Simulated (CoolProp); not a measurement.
C3F8 (R218) along the isobar 1120 kPa: Z from the reference equation and from simpler models built on Tc = 345.0 K, pc = 2640 kPa, ω = 0.317; each cubic takes its own stable root.

Values from CoolProp's reference Helmholtz-energy equation of state, Lemmon 2006. It is a short technical equation, of lower accuracy than the large ones.

| T (K) | phase | reference | Redlich-Kwong | Soave-Redlich-Kwong |
|---|---|---|---|---|
| 213.7 | liquid | 0.06968 | 0.07627 | 0.07332 |
| 222.9 | liquid | 0.06815 | 0.07478 | 0.07168 |
| 232 | liquid | 0.06684 | 0.07359 | 0.07034 |
| 241.2 | liquid | 0.06573 | 0.07267 | 0.06926 |
| 250.4 | liquid | 0.06481 | 0.07205 | 0.06847 |
| 259.5 | liquid | 0.06411 | 0.07174 | 0.06798 |
| 268.7 | liquid | 0.06361 | 0.07178 | 0.06782 |
| 277.9 | liquid | 0.06336 | 0.07225 | 0.06805 |
| 287 | liquid | 0.06340 | 0.07325 | 0.06875 |
| 296.2 | liquid | 0.06382 | 0.07504 | 0.07013 |
| 305.4 | liquid | 0.06478 | 0.7468 | 0.07252 |

At some of these states Redlich-Kwong gives the other phase, because its saturation line lies elsewhere.
